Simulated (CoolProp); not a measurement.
Vapour-liquid equilibrium of hydrogen sulfide (1) + n-pentane (2) at 275 K; x and y are mole fractions of (1).

Model: multi-fluid Helmholtz-energy mixture model, Lemmon 2006 and Thol 2019; pair parameters Kunz 2012, in CoolProp.

```tsv
x	bubble pressure (MPa)	y at the bubble point	dew pressure at overall composition x (MPa)	liquid density (mol/L)
0.05	(withheld)	0.728	(withheld)	(withheld)
0.2	0.3400	0.930	0.03319	10.13
0.35	0.5543	0.961	0.04075	11.30
0.5	(withheld)	0.972	0.05274	12.80
0.65	0.7966	(withheld)	0.07467	14.82
0.8	0.8977	0.986	0.1280	17.72
0.95	(withheld)	0.996	0.4521	22.23
```

Problem. Complete the blanks.

Solution. 
- 0.05, bubble pressure (MPa): 0.09533
- 0.05, dew pressure at overall composition x (MPa): 0.02798
- 0.05, liquid density (mol/L): 9.196
- 0.5, bubble pressure (MPa): 0.6972
- 0.65, y at the bubble point: 0.979
- 0.95, bubble pressure (MPa): 1.034

No azeotrope shows between x = 0.05 and 0.95.

The pair parameters rest on a limited set of measurements; away from them the model extrapolates.
